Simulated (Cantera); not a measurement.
A closed system holds: 1 mol FeS, 1100 mol H₂, 0.13 mol H₂O, at 7.30 mbar.

These are equilibrium values from Cantera (NASA tables, ideal gas, pure condensed phases), not measurements of a reactor. Candidate condensed phases: Fe, FeO, Fe(OH)₂, Fe(OH)₃, FeS, FeSO₄, FeS₂, Fe₂O₃, Fe₂(SO₄)₃, Fe₃O₄, H₂O, H₂SO₄, S; 22 gas species. The numbers say what is thermodynamically allowed, not how fast it happens.

Problem. At 1123 K, list the 3 most abundant gas species with their mole fractions, and the condensed phases.

Solution. H₂ 0.999, H₂S 0.000908, H₂O 0.000118. Condensed: Fe(α).
